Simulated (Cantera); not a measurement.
A Cantera script and its output.

```python
import numpy as np
import cantera as ct

gas = ct.Solution("h2o2.yaml")
gas.TPX = 1200, 13332, {'H2': 1.4, 'O2': 1, 'N2': 5.5}
reactor = ct.IdealGasConstPressureReactor(gas, energy="off", clone=False)
net = ct.ReactorNet([reactor])
net.rtol, net.atol = 1e-08, 1e-18
show = ['H2', 'O2', 'H2O', 'HO2', 'H2O2', 'OH']
times = np.geomspace(1e-06, 50, 10)

steps = ct.SolutionArray(gas, extra=["t"])
rows = []
print(f"{'t/s':>10s}{'T/K':>9s}{'P/Pa':>11s}" + "".join(f"{s:>11s}" for s in show))
for t in times:
    while net.time < t:
        t_next = net.step()
        steps.append(gas.state, t=t_next)
    rows.append([np.interp(t, steps.t, y) for y in (steps.T, steps.P, *steps(*show).X.T)])
    print(f"{t:10.3e}{rows[-1][0]:9.1f}{rows[-1][1]:11.4g}" + "".join(f"{x:11.3e}" for x in rows[-1][2:]))
rate = np.gradient(steps.T, steps.t)
print("integrator steps:", len(steps.t))
if steps.T.max() > steps.T[0] + 200:
    print(f"time of steepest temperature rise: {steps.t[rate.argmax()]:.4e} s")
gas.TPX = 1200, 13332, {'H2': 1.4, 'O2': 1, 'N2': 5.5}
gas.equilibrate("TP")
print(f"equilibrium (TP): T = {gas.T:.1f} K  " + "  ".join(f"{s} {gas[s].X[0]:.3e}" for s in show))
```

It prints:

```
       t/s      T/K       P/Pa         H2         O2        H2O        HO2       H2O2         OH
 1.000e-06   1200.0  1.333e+04  1.772e-01  1.266e-01  5.157e-13  2.061e-10  1.485e-14  2.740e-12
 7.169e-06   1200.0  1.333e+04  1.772e-01  1.266e-01  1.195e-10  1.481e-09  7.599e-13  8.028e-11
 5.139e-05   1200.0  1.333e+04  1.772e-01  1.266e-01  2.266e-08  1.102e-08  3.936e-11  2.524e-09
 3.684e-04   1200.0  1.333e+04  1.516e-01  1.159e-01  1.776e-02  7.790e-06  1.698e-07  1.304e-03
 2.641e-03   1200.0  1.333e+04  5.564e-03  4.399e-02  1.830e-01  6.820e-06  1.110e-06  1.911e-03
 1.893e-02   1200.0  1.333e+04  9.456e-05  4.164e-02  1.942e-01  1.357e-06  2.553e-07  2.219e-04
 1.357e-01   1200.0  1.333e+04  2.748e-06  4.166e-02  1.944e-01  6.127e-08  2.014e-08  4.125e-05
 9.729e-01   1200.0  1.333e+04  2.350e-07  4.166e-02  1.944e-01  6.596e-09  2.311e-09  1.254e-05
 6.975e+00   1200.0  1.333e+04  4.190e-08  4.167e-02  1.944e-01  3.303e-09  4.395e-10  5.244e-06
 5.000e+01   1200.0  1.333e+04  3.337e-08  4.167e-02  1.944e-01  3.359e-09  3.472e-10  4.625e-06
integrator steps: 2142
equilibrium (TP): T = 1200.0 K  H2 3.337e-08  O2 4.167e-02  H2O 1.944e-01  HO2 3.359e-09  H2O2 3.472e-10  OH 4.625e-06
```

Model: the H2/O2 subset of GRI-Mech 3.0, which has no nitrogen chemistry, integrated in Cantera. The temperature is held fixed by assumption; the heat of reaction is taken as removed at once.
